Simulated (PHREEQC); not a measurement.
## Leach liquor: an equilibrium model

Make-up at 76 °C: 0.0094 mol HCl, 0.012 mol Li2SO4 and 0.0023 mol Na2SO4 per kg of water. Closed to the air; pH follows from the charge balance.

All values are PHREEQC results (ion-association model, wateq4f.dat), not measurements.

Each row changes one thing in this solution. This is a speciation only: nothing precipitates in the calculation.

```json
[
 {"case": "as made", "pH": "2.48", "ionic strength (mol/kgw)": "0.0403", "SO4-2 (mol/kgw)": "0.00831", "HSO4- (mol/kgw)": "0.00548", "LiSO4- (mol/kgw)": "0.000394"},
 {"case": "Li2SO4 from 0.012 to 0.06 mol/kgw", "pH": "2.92", "ionic strength (mol/kgw)": "0.166", "SO4-2 (mol/kgw)": "0.0474", "HSO4- (mol/kgw)": "0.00787", "LiSO4- (mol/kgw)": "0.00670"},
 {"case": "temperature from 76 to 55 °C", "pH": "2.37", "ionic strength (mol/kgw)": "0.0423", "SO4-2 (mol/kgw)": "0.00929", "HSO4- (mol/kgw)": "0.00445", "LiSO4- (mol/kgw)": "0.000448"},
 {"case": "Na2SO4 replaced by Ag2SO4 at the same molality", "pH": "2.48", "ionic strength (mol/kgw)": "0.0366", "SO4-2 (mol/kgw)": "0.00827", "HSO4- (mol/kgw)": "0.00553", "LiSO4- (mol/kgw)": "0.000403"},
 {"case": "HCl left out", "pH": "6.59", "ionic strength (mol/kgw)": "0.0413", "SO4-2 (mol/kgw)": "0.0135", "HSO4- (mol/kgw)": "6.83e-7", "LiSO4- (mol/kgw)": "0.000629"},
 {"case": "temperature from 76 to 75 °C", "pH": "2.47", "ionic strength (mol/kgw)": "0.0404", "SO4-2 (mol/kgw)": "0.00836", "HSO4- (mol/kgw)": "0.00543", "LiSO4- (mol/kgw)": "0.000397"},
 {"case": "HCl from 0.0094 to 0.00094 mol/kgw", "pH": "3.60", "ionic strength (mol/kgw)": "0.0410", "SO4-2 (mol/kgw)": "0.0129", "HSO4- (mol/kgw)": "0.000642", "LiSO4- (mol/kgw)": "0.000603"},
 {"case": "Li2SO4 from 0.012 to 0.12 mol/kgw", "pH": "3.10", "ionic strength (mol/kgw)": "0.319", "SO4-2 (mol/kgw)": "0.0934", "HSO4- (mol/kgw)": "0.00837", "LiSO4- (mol/kgw)": "0.0200"},
 {"case": "0.0039 mol/kgw H2SO4 added", "pH": "2.20", "ionic strength (mol/kgw)": "0.0435", "SO4-2 (mol/kgw)": "0.00796", "HSO4- (mol/kgw)": "0.00976", "LiSO4- (mol/kgw)": "0.000370"}
]
```

Some of these states are supersaturated (in Cerargyrite, for instance). Constants without temperature data keep their 25 °C values here.
